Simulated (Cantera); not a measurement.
Feed: 1 mol SiCl4, 0.011 mol Cl2, 3.5 mol N2, held at 1273 K and 1.33 mbar.

Cantera equilibrium calculation (NASA polynomials, part measured and part estimated; ideal gas, pure solids and liquids). Candidate condensed phases: Si, Si3N4; 13 gas species. The tables' values for SiCl3 are old estimates; treat these amounts as uncertain. Rates play no part.

Base state: N2 0.774, SiCl4 0.221, Cl 0.00453, Cl2 0.000290, SiCl3 0.000240 (mole fractions); condensed: gas only.

**Question.** What changes in the equilibrium state with this change: SiCl4 replaced by Si3H8?

**Answer.** 
| species | before | after |
|---|---|---|
| H2 | 0 | 0.724 |
| N2 | 0.774 | 0.272 |
| HCl | 0 | 0.00399 |
| SiCl4 | 0.221 | <1e-9 |
| SiCl3 | 0.000240 | 1.04e-9 |
| Cl2 | 0.000290 | <1e-9 |
| Cl | 0.00453 | 7.78e-8 |
| H | 0 | 1.66e-5 |
| Si3N4(s), mol | 0 | 1.000 |
The feed counts by its element totals alone. N2 is the only nitrogen source here; it is nearly inert below about 1500 K, so the nitride shown seldom forms there in practice. Further candidate phases: NH4Cl.
